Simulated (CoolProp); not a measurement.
Ammonia at several states: fugacity coefficient from the reference equation and from simpler models built on Tc = 405.6 K, pc = 11360 kPa, ω = 0.256; each cubic takes its own stable root.

Computed with CoolProp (reference Helmholtz-energy equation of state, Gao 2020).

```
T (K)  p (kPa)          phase  reference
-----  -------  -------------  ---------
707.9    42600  supercritical     0.8838
512.1    11600  supercritical     0.8484
357.9    34700         liquid     0.1406
698.1     33.5            gas     0.9999
546.1      859            gas     0.9908
```

Q: How far does each simpler model (van der Waals, Redlich-Kwong, Soave-Redlich-Kwong, Peng-Robinson) lie from the reference over these 5 states: mean and median of the absolute difference, and the worst?

A: 
- van der Waals: mean 18.1 %, median 1.5 %, worst +80.0 % at 357.9 K and 34700 kPa
- Redlich-Kwong: mean 7.2 %, median 1.3 %, worst +30.4 % at 357.9 K and 34700 kPa
- Soave-Redlich-Kwong: mean 5.1 %, median 1.7 %, worst +15.4 % at 357.9 K and 34700 kPa
- Peng-Robinson: mean 2.2 %, median 1.1 %, worst +7.3 % at 357.9 K and 34700 kPa
